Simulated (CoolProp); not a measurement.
Vapour pressure (kPa) of methane: the reference equation beside estimates from Tc = 190.6 K, pc = 4599 kPa, ω = 0.011. Clausius-Clapeyron is anchored at 124.1 K with a constant enthalpy of vaporisation of 7.794 kJ/mol.

The numbers come from the reference Helmholtz-energy equation of state, Setzmann 1991 in CoolProp.

```json
[
 {"T (K)": "104.3", "reference": "52.77", "Lee-Kesler": "51.57", "Clausius-Clapeyron": "60.40", "Redlich-Kwong": "33.47", "Soave-Redlich-Kwong": "50.54", "Peng-Robinson": "53.25"},
 {"T (K)": "108.3", "reference": "76.08", "Lee-Kesler": "74.69", "Clausius-Clapeyron": "84.17", "Redlich-Kwong": "…", "Soave-Redlich-Kwong": "73.50", "Peng-Robinson": "76.70"},
 {"T (K)": "112.2", "reference": "105.8", "Lee-Kesler": "104.3", "Clausius-Clapeyron": "113.7", "Redlich-Kwong": "77.02", "Soave-Redlich-Kwong": "…", "Peng-Robinson": "106.6"},
 {"T (K)": "116.2", "reference": "144.9", "Lee-Kesler": "…", "Clausius-Clapeyron": "151.6", "Redlich-Kwong": "111.4", "Soave-Redlich-Kwong": "142.0", "Peng-Robinson": "145.9"},
 {"T (K)": "120.1", "reference": "192.8", "Lee-Kesler": "…", "Clausius-Clapeyron": "197.0", "Redlich-Kwong": "155.0", "Soave-Redlich-Kwong": "189.9", "Peng-Robinson": "194.0"},
 {"T (K)": "124.1", "reference": "253.4", "Lee-Kesler": "252.2", "Clausius-Clapeyron": "253.4", "Redlich-Kwong": "211.9", "Soave-Redlich-Kwong": "250.9", "Peng-Robinson": "254.9"},
 {"T (K)": "128", "reference": "325.1", "Lee-Kesler": "324.4", "Clausius-Clapeyron": "318.9", "Redlich-Kwong": "281.0", "Soave-Redlich-Kwong": "323.3", "Peng-Robinson": "327.0"},
 {"T (K)": "132", "reference": "413.4", "Lee-Kesler": "413.2", "Clausius-Clapeyron": "398.2", "Redlich-Kwong": "367.8", "Soave-Redlich-Kwong": "412.8", "Peng-Robinson": "415.8"},
 {"T (K)": "135.9", "reference": "…", "Lee-Kesler": "515.7", "Clausius-Clapeyron": "488.2", "Redlich-Kwong": "469.6", "Soave-Redlich-Kwong": "516.3", "Peng-Robinson": "518.3"},
 {"T (K)": "139.9", "reference": "637.9", "Lee-Kesler": "638.9", "Clausius-Clapeyron": "594.6", "Redlich-Kwong": "593.6", "Soave-Redlich-Kwong": "641.0", "Peng-Robinson": "641.7"},
 {"T (K)": "143.8", "reference": "776.5", "Lee-Kesler": "778.1", "Clausius-Clapeyron": "713.1", "Redlich-Kwong": "735.2", "Soave-Redlich-Kwong": "782.3", "Peng-Robinson": "781.4"},
 {"T (K)": "147.8", "reference": "…", "Lee-Kesler": "942.1", "Clausius-Clapeyron": "850.7", "Redlich-Kwong": "903.6", "Soave-Redlich-Kwong": "949.2", "Peng-Robinson": "946.3"},
 {"T (K)": "151.7", "reference": "1122", "Lee-Kesler": "…", "Clausius-Clapeyron": "1001", "Redlich-Kwong": "1092", "Soave-Redlich-Kwong": "…", "Peng-Robinson": "1130"}
]
```

Q: Complete the blanks.

A: 
- 108.3, Redlich-Kwong: 52.02
- 112.2, Soave-Redlich-Kwong: 103.0
- 116.2, Lee-Kesler: 143.4
- 120.1, Lee-Kesler: 191.4
- 135.9, reference: 515.4
- 147.8, reference: 940.1
- 151.7, Lee-Kesler: 1124
- 151.7, Soave-Redlich-Kwong: 1135

Absolute difference from the reference over all 13 rows, mean and median: Lee-Kesler 0.7 and 0.2 %, Clausius-Clapeyron 6.6 and 6.8 %, Redlich-Kwong 15.9 and 13.6 %, Soave-Redlich-Kwong 1.5 and 1.0 %, Peng-Robinson 0.7 and 0.6 %.
